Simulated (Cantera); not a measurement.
An adiabatic, constant-pressure homogeneous reactor starts with H2 : O2 : N2 = 1 : 0.862 : 3.24 (molar parts), equivalence ratio 0.58, at 1373 K and 825 Torr. Integrator tolerance rtol = 1e-08.

Computed with Cantera and the H2/O2 subset of GRI-Mech 3.0, which has no nitrogen chemistry.

Problem. What does this change do: 0.36 parts H2O added?

Solution. 
```tsv
quantity	before	after
time of steepest temperature rise	19.5 µs	21.3 µs
temperature at 0.700 s	2575 K	2490 K
equilibrium temperature	2575 K	2490 K
x(H2) at 0.700 s	0.00593 (gas-phase equilibrium 0.00593)	0.00531 (gas-phase equilibrium 0.00531)
x(O2) at 0.700 s	0.0738 (gas-phase equilibrium 0.0738)	0.0694 (gas-phase equilibrium 0.0694)
x(H2O) at 0.700 s	0.198 (gas-phase equilibrium 0.198)	0.257 (gas-phase equilibrium 0.257)
x(HO2) at 0.700 s	1.14e-5 (gas-phase equilibrium 1.14e-5)	9.97e-6 (gas-phase equilibrium 9.97e-6)
x(H) at 0.700 s	0.00257 (gas-phase equilibrium 0.00257)	0.00169 (gas-phase equilibrium 0.00169)
x(O) at 0.700 s	0.00541 (gas-phase equilibrium 0.00541)	0.00349 (gas-phase equilibrium 0.00349)
x(OH) at 0.700 s	0.0193 (gas-phase equilibrium 0.0193)	0.0167 (gas-phase equilibrium 0.0167)
```

Problem. What does this change do: pressure from 825 Torr to 3750 Torr?

Solution. 
```csv
quantity,before,after
time of steepest temperature rise,19.5 µs,4.74 µs
temperature at 0.700 s,2575 K,2630 K
equilibrium temperature,2575 K,2630 K
x(H2) at 0.700 s,0.00593 (gas-phase equilibrium 0.00593),0.00363 (gas-phase equilibrium 0.00363)
x(O2) at 0.700 s,0.0738 (gas-phase equilibrium 0.0738),0.0745 (gas-phase equilibrium 0.0745)
x(H2O) at 0.700 s,0.198 (gas-phase equilibrium 0.198),0.203 (gas-phase equilibrium 0.203)
x(HO2) at 0.700 s,1.14e-5 (gas-phase equilibrium 1.14e-5),1.93e-5 (gas-phase equilibrium 1.93e-5)
x(H) at 0.700 s,0.00257 (gas-phase equilibrium 0.00257),0.00118 (gas-phase equilibrium 0.00118)
x(O) at 0.700 s,0.00541 (gas-phase equilibrium 0.00541),0.00328 (gas-phase equilibrium 0.00328)
x(OH) at 0.700 s,0.0193 (gas-phase equilibrium 0.0193),0.0157 (gas-phase equilibrium 0.0157)
```
The hydrogen kinetics of GRI-Mech 3.0 are dated; newer H2 mechanisms differ, most at raised pressure.
